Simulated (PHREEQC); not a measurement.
Solution (27 °C): 0.015 mol/kgw Fe2(SO4)3. It is in equilibrium with CO2 at log p = -1 (atm). Otherwise closed; pH follows from the charge balance.

All values are PHREEQC results (ion-association model, phreeqc.dat), not measurements.

| Item | Result |
|---|---|
| pH | 2.72 |
| ionic strength | 0.0599 mol/kgw |
| total alkalinity | -60.0 meq/kg |

```
species    molality  activity   log γ
---------  --------  --------  ------
FeSO4+       0.0218    0.0178  -0.089
SO4-2        0.0150   0.00657  -0.360
CO2         0.00318   0.00323   0.006
Fe(SO4)2-   0.00318   0.00257  -0.091
H+          0.00226   0.00191  -0.073
FeOH+2      0.00204  0.000895  -0.357
HSO4-       0.00158   0.00128  -0.091
Fe+3        0.00106  0.000236  -0.654
```

No solid was allowed to form. Saturation is exceeded, for instance for Hematite (slow to form), Goethite (slow to form); the values hold only as long as no solid forms. Complexes and solids missing from the database can't appear.
